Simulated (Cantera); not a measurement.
Input: 1 mol MgSO4, 0.097 mol C, 13 mol O2, at 1827 °C and 0.000690 bar.

Cantera equilibrium calculation (NASA polynomials, part measured and part estimated; ideal gas, pure solids and liquids). Candidate condensed phases: C, Mg, MgCO3, MgO, MgS, MgSO4, S; 26 gas species. Rates play no part.

Base state: O2 0.875, SO2 0.0660, O 0.0495, CO2 0.00580, Mg 0.00207, SO 0.000946, CO 0.000692, MgO 0.000194 (mole fractions); condensed: MgO(s).

What changes in the equilibrium state with this change: C from 0.097 to 0.24 mol?


| species | before | after |
|---|---|---|
| O2 | 0.875 | 0.865 |
| SO2 | 0.0660 | 0.0660 |
| O | 0.0495 | 0.0492 |
| CO2 | 0.00580 | 0.0143 |
| CO | 0.000692 | 0.00172 |
| Mg | 0.00207 | 0.00208 |
| SO | 0.000946 | 0.000951 |
| MgO | 0.000194 | 0.000194 |
| MgO(s), mol | 0.966 | 0.966 |
